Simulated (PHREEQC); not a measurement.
0.01 mol of Cu3(PO4)2:3H2O (Cu3(PO4)2:3H2O) is brought to equilibrium with 1 kg of water holding 1 mmol/kgw NaCl, at 25 °C, the pH being set by adding NaOH or HCl. Oxygen is held at 0.21 atm. No CO2 enters from the air. The run lets Cu3(PO4)2:3H2O, Cu(OH)2, Atacamite precipitate or redissolve, and no other solid.

Model: ion-association model, wateq4f.dat, run in PHREEQC.

Question: Predict dissolved Cu (mol/kgw), dissolved P (mol/kgw) at pH = 5, 5.67, 6.33, 7, 7.67.

Answer: 
```csv
pH,dissolved Cu (mol/kgw),dissolved P (mol/kgw)
5,0.000888,0.000592
5.67,0.000249,0.000166
6.33,6.22e-5,7.81e-5
7,1.49e-5,0.000191
7.67,9.50e-6,0.00268
```

Complexes and solids missing from the database can't appear. H3PO4, which wateq4f.dat lacks, is added to it with the constant of phreeqc.dat. The database has no phosphate complexes of Cu. The database's constant for dissolved Cu(OH)2 is higher than later reviews accept.
